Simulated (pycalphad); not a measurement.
Source of the numbers: pycalphad with the COST 507 light-alloy database (1999); pressure 1 atm. These are 1990s assessments: newer ones move some temperatures and phases. Phase fractions are per mole of atoms.

**Question.** Give the equilibrium state of Al-2.333Si-0.1113C (wt.%) at 1625 K.

**Answer.** LIQUID, fraction 0.995, with 2.3 Si, 0.02 C wt.%; AL4C3, fraction 0.005, with 0.14 Si, 25.0 C wt.%.

**Question.** Give the equilibrium state of Al-2.333Si-0.1113C (wt.%) at 575 K.

**Answer.** FCC_A1, fraction 0.973, with 0.06 Si, <0.01 C wt.%; DIAMOND_A4, fraction 0.021, with >99.99 Si, <0.01 C wt.%; AL8SIC7, fraction 0.006, with 8.6 Si, 25.6 C wt.%.

Database names, with the compositions (at.%) that they take in these runs: AL4C3: Al 57 C 43; AL8SIC7: Al 50 C 44 Si 6. FCC_A1 is fcc; DIAMOND_A4 is diamond (Si).
